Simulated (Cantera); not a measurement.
An adiabatic, constant-pressure homogeneous reactor starts with 7.75 % CH3OH, 19.4 % O2, 72.9 % N2, equivalence ratio 0.60, at 1625 K and 0.830 bar.

Model: GRI-Mech 3.0 (53 species, 325 reactions), integrated in Cantera. GRI-Mech 3.0 was tuned for natural gas; its chemistry of methanol as a main component is partial and can be far from experiment.

Question: Predict: time of steepest temperature rise; temperature at 2.00 s; equilibrium temperature; x(O2) at 2.00 s; x(NO2) at 2.00 s; x(H2O2) at 2.00 s; x(CO2) at 2.00 s.

Answer: 
| Property | Value |
|---|---|
| time of steepest temperature rise | 0.121 ms |
| temperature at 2.00 s | 2581 K |
| equilibrium temperature | 2581 K |
| x(O2) at 2.00 s | 0.0689 (gas-phase equilibrium 0.0689) |
| x(NO2) at 2.00 s | 6.02e-6 (gas-phase equilibrium 6.02e-6) |
| x(H2O2) at 2.00 s | 2.63e-7 (gas-phase equilibrium 2.63e-7) |
| x(CO2) at 2.00 s | 0.0593 (gas-phase equilibrium 0.0593) |
